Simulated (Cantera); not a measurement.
Charge: 1 mol Si, 1.7 mol HCl, 2 mol H2, at 2.00 bar.

Equilibrium computed with Cantera from the NASA thermochemical tables; the gas is ideal and each condensed phase is pure. Candidate condensed phases: Si; 19 gas species. The tables' values for SiCl3 are old estimates; treat these amounts as uncertain. Equilibrium is a limit: real reactors are often held back by kinetics, nucleation or transport. All values below are at 900 K.

Base state: H2 0.849, SiCl4 0.0849, SiHCl3 0.0585, SiH2Cl2 0.00383, HCl 0.00350, SiCl3 0.000187, SiH3Cl 6.10e-5, SiCl2 1.96e-5 (mole fractions); condensed: Si(s).

Q: What changes in the equilibrium state with this change: Si replaced by SiCl4?

A: 
```
species       before     after
----------  --------  --------
H2             0.849     0.425
HCl          0.00350     0.362
SiCl4         0.0849     0.212
SiHCl3        0.0585  0.000706
SiH3Cl       6.10e-5     <1e-9
SiH2Cl2      0.00383   2.23e-7
SiCl2        1.96e-5   2.28e-9
SiCl3       0.000187   3.19e-6
Si(s), mol     0.524         0
```
